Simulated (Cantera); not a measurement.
A freely propagating, adiabatic, planar premixed flame of C2H4 : O2 : N2 : CO2 = 1 : 3.12 : 11.8 : 0.37 (molar parts), unburnt at 500 K and 2.07 atm; mixture-averaged transport, grid criteria slope 0.08 and curve 0.16, no radiation.

Cantera simulation using GRI-Mech 3.0 (53 species, 325 reactions); the numbers are that mechanism's predictions, not measurements. GRI-Mech 3.0 was tuned for natural gas; its chemistry of ethylene as a main component is partial and can be far from experiment. Burning velocities carry a grid error of a few per cent, more on coarse grids.

### Question
How do the results move with these cheaper or finer settings: unity-Lewis-number transport; multicomponent transport; multicomponent+Soret transport; grid criteria slope 0.5, curve 1; grid criteria slope 0.25, curve 0.5; grid criteria slope 0.03, curve 0.06?

### Answer
| setting | laminar burning velocity | thermal thickness | peak x(HCO) | peak x(O) | grid points |
|---|---|---|---|---|---|
| as above | 146 cm/s | 0.132 mm | 0.000111 | 0.00645 | 145 |
| unity-Lewis-number transport | 110 cm/s | 0.143 mm | 9.19e-5 | 0.00698 | 135 |
| multicomponent transport | 147 cm/s | 0.134 mm | 0.000111 | 0.00646 | 145 |
| multicomponent+Soret transport | 145 cm/s | 0.134 mm | 0.000110 | 0.00648 | 145 |
| grid criteria slope 0.5, curve 1 | 158 cm/s | 0.154 mm | 0.000107 | 0.00649 | 38 |
| grid criteria slope 0.25, curve 0.5 | 150 cm/s | 0.138 mm | 0.000110 | 0.00650 | 63 |
| grid criteria slope 0.03, curve 0.06 | 145 cm/s | 0.130 mm | 0.000111 | 0.00644 | 378 |
The base run took around 15 core-seconds (rough).
Unity Lewis numbers drop preferential diffusion, which matters most where H2 and H carry the flame; Soret adds thermal diffusion.
